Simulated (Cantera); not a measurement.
Cantera run:

```python
import numpy as np
import cantera as ct

gas_names = """
    CL CL2 H HCL H2 Si SiCL SiCL2 SiCL3 SiCL4 SiH SiHCL3 SiH2 SiH2CL2 SiH3 SiH3CL SiH4 Si2 Si3
""".split()
cond_names = """
    Si(cr) Si(L)
""".split()


# ... load() reads the species with a 1 bar reference pressure and builds the phases ...
atoms = {
    'Si': {'Si': 1},
    'Cl2': {'CL': 2},
    'H2': {'H': 2},
}
top_T = {}  # K; cautious upper limits of use, not melting points


# ... equilibrate(T, P, feed) seeds the gas with the atoms and calls Mixture.equilibrate('TP', solver="gibbs", rtol=1e-10, max_steps=50000) ...
results = []
feed = {'Si': 1, 'Cl2': 1.4, 'H2': 7.7}  # mol
P = 330000  # Pa
for T in [625, 775, 925, 1075, 1225, 1375, 1525]:
    mix = equilibrate(T, P, feed)
    results.append((T, P, feed, dict(zip(mix.species_names, mix.species_moles))))

top = {s: max(r[3][s] / sum(r[3][g] for g in gas_names) for r in results) for s in gas_names}
cols = sorted((s for s in top if top[s] > 1e-06), key=lambda s: -top[s])[:9]
seen = [c for c in cond_names if any(r[3].get(c, 0) > 1e-12 for r in results)]
print("log10 of partial pressures in bar; condensed amounts in mol")
print(f"{'T/K':>10s}" + "".join(f"{s[:9]:>10s}" for s in cols + seen))
for T, P, feed, n in results:
    ng = sum(n[g] for g in gas_names)
    print(f"{T:10.4g}" + "".join(f"{np.log10(max(n[s] / ng * P / 1e5, 1e-99)):10.3f}" for s in cols)
          + "".join(f"{n.get(c, 0):10.4g}" for c in seen))
```

Output:

```
log10 of partial pressures in bar; condensed amounts in mol
       T/K        H2       HCL    SiHCL3     SiCL4     SiCL2     SiCL3   SiH2CL2    SiH3CL         H    Si(cr)
       625     0.474    -3.871    -0.789    -0.818    -8.511    -6.150    -2.028    -3.964   -15.333    0.1861
       775     0.474    -2.708    -0.813    -0.805    -5.913    -4.435    -1.933    -3.698   -11.767    0.1895
       925     0.473    -1.930    -0.836    -0.799    -4.173    -3.285    -1.881    -3.534    -9.348    0.1982
      1075     0.470    -1.378    -0.867    -0.810    -2.936    -2.472    -1.857    -3.427    -7.599    0.2189
      1225     0.463    -0.977    -0.925    -0.859    -2.030    -1.893    -1.865    -3.365    -6.275    0.2531
      1375     0.450    -0.693    -1.043    -0.991    -1.376    -1.514    -1.925    -3.351    -5.240    0.2822
      1525     0.434    -0.513    -1.276    -1.276    -0.945    -1.347    -2.069    -3.392    -4.409     0.276
```

Method: chemical equilibrium by Gibbs-energy minimisation in Cantera with the NASA 1993 tables (ideal gas, pure condensed phases). The tables' values for SiCl3 are old estimates; treat these amounts as uncertain.
